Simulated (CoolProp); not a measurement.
A single-stage vapour-compression cycle with R13: evaporating at 194.15 K (dew point), condensing at 255.15 K (bubble point), superheat 10 K, subcooling 0 K, compressor efficiency 0.7, no pressure losses. Each further row changes one setting.

Computed with CoolProp (reference Helmholtz-energy equation of state, Platzer 1990). This equation is an older, rougher fit; its heat capacities, sound speeds and derivatives of the liquid may be far off and weren't checked against measurements.

```json
[
 {"case": "as stated", "cooling COP": "1.54", "pressure ratio": "10.5", "discharge temperature (K)": "317.4", "refrigerating effect (kJ/kg)": "94.0", "volumetric capacity (kJ/m³)": "692"},
 {"case": "evaporating temperature 199.15 K", "cooling COP": "1.78", "pressure ratio": "8.17", "discharge temperature (K)": "?", "refrigerating effect (kJ/kg)": "96.2", "volumetric capacity (kJ/m³)": "?"},
 {"case": "condensing temperature 250.15 K", "cooling COP": "1.76", "pressure ratio": "9.08", "discharge temperature (K)": "309.8", "refrigerating effect (kJ/kg)": "99.4", "volumetric capacity (kJ/m³)": "732"},
 {"case": "subcooling 5 K", "cooling COP": "1.63", "pressure ratio": "10.5", "discharge temperature (K)": "317.4", "refrigerating effect (kJ/kg)": "99.5", "volumetric capacity (kJ/m³)": "732"},
 {"case": "superheat 20 K", "cooling COP": "1.55", "pressure ratio": "10.5", "discharge temperature (K)": "?", "refrigerating effect (kJ/kg)": "99.5", "volumetric capacity (kJ/m³)": "?"},
 {"case": "compressor efficiency 0.6", "cooling COP": "1.32", "pressure ratio": "10.5", "discharge temperature (K)": "331.3", "refrigerating effect (kJ/kg)": "94.0", "volumetric capacity (kJ/m³)": "692"}
]
```

**Question.** Complete the blanks.

**Answer.** 
- evaporating temperature 199.15 K, discharge temperature (K): 311.0
- evaporating temperature 199.15 K, volumetric capacity (kJ/m³): 896
- superheat 20 K, discharge temperature (K): 329.4
- superheat 20 K, volumetric capacity (kJ/m³): 694
